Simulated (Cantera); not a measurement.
## Ta + CH4 + H2 (tantalum, niobium, vanadium and zirconium in process gases)

Input: 1 mol Ta, 3.2 mol CH4, 170 mol H2, equilibrated at 1.00 bar.

Equilibrium computed with Cantera from the NASA thermochemical tables; the gas is ideal and each condensed phase is pure. Candidate condensed phases: C, C6H6, C7H8, C8H18, Ta, TaC; 77 gas species. TaC: taken at fixed stoichiometry. Condensed phases not in the tables: Ta2C. Kinetics and transport are ignored.

From 975 K to 1125 K the condensed part is TaC(s). From 1275 K to 2325 K the condensed part is C(graphite) + TaC(s). At 2475 K the condensed part is TaC(s).

```tsv
T (K)	x H2	x H	x CH4	x C2H2 (acetylene)	x CH3	x C4H2	x C2H	x C2H4	n TaC(s)	n C(graphite)
975	0.987	1.14e-9	0.0126	5.98e-12	2.47e-10	<1e-12	<1e-12	5.45e-9	1.00	0
1125	0.987	4.42e-8	0.0126	4.57e-9	1.05e-8	<1e-12	<1e-12	1.92e-7	1.00	0
1275	0.991	7.34e-7	0.00910	3.81e-7	1.32e-7	<1e-12	<1e-12	1.52e-6	1.00	0.608
1425	0.996	6.81e-6	0.00374	3.51e-6	5.14e-7	4.69e-12	<1e-12	2.20e-6	1.00	1.54
1575	0.998	4.15e-5	0.00181	2.11e-5	1.53e-6	1.71e-10	2.57e-12	2.93e-6	1.00	1.87
1725	0.999	0.000186	0.000996	9.20e-5	3.76e-6	3.32e-9	1.07e-10	3.70e-6	1.00	1.99
1875	0.998	0.000655	0.000604	0.000316	7.96e-6	3.99e-8	2.47e-9	4.49e-6	1.00	1.98
2025	0.997	0.00192	0.000395	0.000902	1.50e-5	3.29e-7	3.54e-8	5.28e-6	1.00	1.81
2175	0.993	0.00486	0.000274	0.00222	2.58e-5	2.01e-6	3.50e-7	6.03e-6	1.00	1.36
2325	0.984	0.0109	0.000198	0.00481	4.09e-5	9.64e-6	2.57e-6	6.71e-6	1.00	0.440
2475	0.972	0.0222	0.000118	0.00603	4.87e-5	1.54e-5	9.37e-6	4.66e-6	1.00	0
```
x: gas mole fraction; n: condensed amount in mol.
